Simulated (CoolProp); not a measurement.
A single-stage vapour-compression cycle with the fluid: evaporating at 295.15 K (dew point), condensing at 363.15 K (bubble point), superheat 2 K, subcooling 5 K, compressor efficiency 0.7, no pressure losses. The same conditions are run with several fluids, on thermodynamics alone (safety and materials aside).

The numbers come from the reference Helmholtz-energy equation of state of each fluid (R236FA: Pan 2012; R124: de Vries 1995; benzene: Thol 2012; R227EA: Lemmon 2016; R1336mzz(E): Akasaka 2023; propyne: Polt 1992) in CoolProp. The equations of Platzer and Polt are older, rougher fits.

Problem. Rank R236FA, R124, benzene, R227EA, R1336mzz(E), propyne by cooling COP, highest first.

Solution. benzene (2.56), propyne (2.20), R124 (1.87), R1336mzz(E) (1.80), R236FA (1.76), R227EA (1.20)

| fluid | pressure ratio | discharge temperature (K) | refrigerating effect (kJ/kg) | volumetric capacity (kJ/m³) |
|---|---|---|---|---|
| R236FA | 6.36 | 363.1 | 65.4 | 1080 |
| R124 | 5.59 | 371.0 | 72.7 | 1550 |
| benzene | 12.3 | 400.8 | 323 | 113 |
| R227EA | 5.55 | 363.2 | 32.7 | 1070 |
| R1336mzz(E) | 6.90 | 363.1 | 65.8 | 817 |
| propyne | 5.16 | 400.0 | 303 | 2910 |

The compression ends wet for: R236FA; R227EA; R1336mzz(E).
